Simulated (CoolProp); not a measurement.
A simple Rankine cycle with hexamethyldisiloxane (MM): condensing at 313.15 K, boiler at 0.309 MPa, turbine inlet 419.5 K, turbine efficiency 0.65, pump efficiency 0.6, no recuperator. Each further row changes one setting.

Values from CoolProp's reference Helmholtz-energy equation of state, Thol 2016.

| case | thermal efficiency (%) | net work (kJ/kg) | heat in (kJ/kg) | turbine exit temperature (K) | volume ratio over the turbine |
|---|---|---|---|---|---|
| as stated | [?] | 41.1 | 389 | [?] | 29.0 |
| turbine inlet 439.5 K | 10.2 | 43.6 | 427 | 410.6 | 28.4 |
| condensing temperature 305.15 K | [?] | 45.7 | [?] | 387.6 | 41.8 |
| boiler pressure 0.216 MPa | 9.5 | 37.5 | 393 | 394.5 | 19.5 |
| turbine efficiency 0.55 | 8.9 | 34.7 | 389 | 394.0 | 29.3 |

What belongs in the gaps?


- as stated, thermal efficiency (%): 10.6
- as stated, turbine exit temperature (K): 390.3
- condensing temperature 305.15 K, thermal efficiency (%): 11.3
- condensing temperature 305.15 K, heat in (kJ/kg): 404
